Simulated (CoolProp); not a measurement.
The numbers come from the reference Helmholtz-energy equation of state, de Reuck 1990 in CoolProp.

For fluorine, give the phase and the density (kg/m³), cp (kJ/(kg K)), speed of sound (m/s), expansivity (1/kK) at -108.15 °C and 80 bar; -108.15 °C and 120 bar.


- -108.15 °C and 80 bar: supercritical; density 386, cp 2.49, speed of sound 198, expansivity 31.1
- -108.15 °C and 120 bar: supercritical; density 718, cp 2.72, speed of sound 265, expansivity 25.8
